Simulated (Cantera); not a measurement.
What does this Cantera script print?

```python
import numpy as np
import cantera as ct

gas = ct.Solution("gri30.yaml")
gas.TPX = 1123, 370000, {'CH4': 0.006, 'O2': 0.011, 'N2': 0.72}
inlet = ct.Reservoir(gas, clone=True)

reactor = ct.IdealGasConstPressureReactor(gas, energy="off", clone=False)
exhaust = ct.Reservoir(gas, clone=True)
tau = [6.9, 2, 0.58, 0.17, 0.048, 0.014, 0.004, 0.0012, 0.00034][0]
for a, b in ((inlet, reactor), (reactor, exhaust)):
    ct.MassFlowController(a, b, mdot=lambda t: reactor.mass / tau)
net = ct.ReactorNet([reactor])
show = ['CH4', 'O2', 'OH', 'O', 'C2H4', 'C2H6']

rows = []
print(f"{'tau/s':>10s}{'T/K':>9s}" + "".join(f"{s:>11s}" for s in show))
for tau in [6.9, 2, 0.58, 0.17, 0.048, 0.014, 0.004, 0.0012, 0.00034]:
    net.initial_time = 0.0
    net.advance(30 * tau)
    before = gas.X
    net.advance(40 * tau)
    drift = np.max(np.abs(gas.X - before) / (gas.X + 1e-9))
    rows.append([gas.T, *gas[show].X, drift])
    print(f"{tau:10.3e}{gas.T:9.1f}" + "".join(f"{x:11.3e}" for x in gas[show].X))
```

Result:

```
     tau/s      T/K        CH4         O2         OH          O       C2H4       C2H6
 6.900e+00   1123.0  3.564e-04  8.377e-04  3.727e-08  1.722e-08  2.656e-05  7.677e-06
 2.000e+00   1123.0  5.195e-04  1.609e-03  7.711e-08  4.060e-08  3.647e-05  1.244e-05
 5.800e-01   1123.0  9.170e-04  3.123e-03  1.351e-07  7.248e-08  6.027e-05  2.295e-05
 1.700e-01   1123.0  1.976e-03  6.073e-03  1.801e-07  8.542e-08  1.213e-04  4.991e-05
 4.800e-02   1123.0  8.137e-03  1.492e-02  1.018e-10  3.538e-11  1.564e-08  7.535e-07
 1.400e-02   1123.0  8.140e-03  1.492e-02  5.676e-11  1.950e-11  1.285e-09  8.501e-08
 4.000e-03   1123.0  8.141e-03  1.493e-02  1.789e-11  5.866e-12  3.098e-11  2.212e-09
 1.200e-03   1123.0  8.141e-03  1.493e-02  3.987e-12  1.292e-12  3.429e-13  2.475e-11
 3.400e-04   1123.0  8.141e-03  1.493e-02  9.531e-13  3.873e-13  4.757e-15  3.481e-13
```

Model: GRI-Mech 3.0 (53 species, 325 reactions), integrated in Cantera.
